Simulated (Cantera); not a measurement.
Feed: 1 mol AlI3, 4.3 mol NH3, 230 mol H2, 2.3 mol N2, held at 1523.15 K and 7.50 Torr.

Equilibrium computed with Cantera from the NASA thermochemical tables; the gas is ideal and each condensed phase is pure. Candidate condensed phases: Al, AlI3, AlN, I2; 19 gas species. The numbers say what is thermodynamically allowed, not how fast it happens.

Base state: H2 0.970, N2 0.0171, I 0.00811, HI 0.00239, AlI 0.00183, H 0.000228 (mole fractions); condensed: AlN(s).

Problem. What changes in the equilibrium state with this change: temperature from 1523.15 K to 1973.15 K?

Solution. 
| species | before | after |
|---|---|---|
| H2 | 0.970 | 0.955 |
| N2 | 0.0171 | 0.0181 |
| H | 0.000228 | 0.0132 |
| HI | 0.00239 | 0.000557 |
| AlI | 0.00183 | 0.00281 |
| Al | 1.03e-6 | 0.00122 |
| AlH | 1.12e-7 | 3.55e-5 |
| I | 0.00811 | 0.00884 |
| AlN(s), mol | 0.554 | 0 |

Problem. What changes in the equilibrium state with this change: temperature from 1523.15 K to 925 K?

Solution. 
```json
[
 {"species": "H2", "before": "0.970", "after": "0.971"},
 {"species": "N2", "before": "0.0171", "after": "0.0163"},
 {"species": "HI", "before": "0.00239", "after": "0.0118"},
 {"species": "I", "before": "0.00811", "after": "0.000548"},
 {"species": "AlI", "before": "0.00183", "after": "<1e-9"},
 {"species": "H", "before": "0.000228", "after": "2.57e-9"},
 {"species": "AlN(s), mol", "before": "0.554", "after": "1.000"}
]
```
